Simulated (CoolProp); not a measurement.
Properties of CF4 (R14) along the isobar 0.101 MPa (Tc = 227.4 K, pc = 3.762 MPa, ω = 0.178).

Values from CoolProp's reference Helmholtz-energy equation of state, Platzer 1990. This equation is an older, rougher fit.

| T (K) | phase | speed of sound (m/s) | expansivity (1/kK) | viscosity (µPa s) | conductivity (mW/(m K)) | fugacity coefficient |
|---|---|---|---|---|---|---|
| 181.9 | gas | 143.6 | 5.792 | 10.9 | 7.49 | 0.9824 |
| 194.7 | gas | 148.2 | 5.363 | 11.7 | 8.31 | 0.9855 |
| 207.5 | gas | 152.6 | 4.997 | 12.4 | 9.17 | 0.9880 |
| 220.3 | gas | 156.9 | 4.681 | 13.1 | 10.1 | 0.9900 |
| 233.1 | gas | 161.0 | 4.405 | 13.8 | 11.0 | 0.9915 |
| 245.9 | gas | 164.9 | 4.161 | 14.5 | 11.9 | 0.9928 |
| 258.7 | gas | 168.8 | 3.943 | 15.2 | 12.9 | 0.9939 |
| 271.6 | gas | 172.6 | 3.747 | 15.9 | 13.9 | 0.9948 |
| 284.4 | gas | 176.3 | 3.571 | 16.5 | 14.9 | 0.9956 |
| 297.2 | gas | 179.9 | 3.412 | 17.2 | 15.9 | 0.9962 |
| 310 | gas | 183.4 | 3.266 | 17.8 | 17.0 | 0.9968 |
| 322.8 | gas | 186.8 | 3.132 | 18.5 | 18.0 | 0.9973 |

Viscosity comes from a separate model (Huber 2003), an estimate that may be off by 10 % or more. Thermal conductivity comes from a separate model (Huber 2003), an estimate that may be off by 10 % or more.
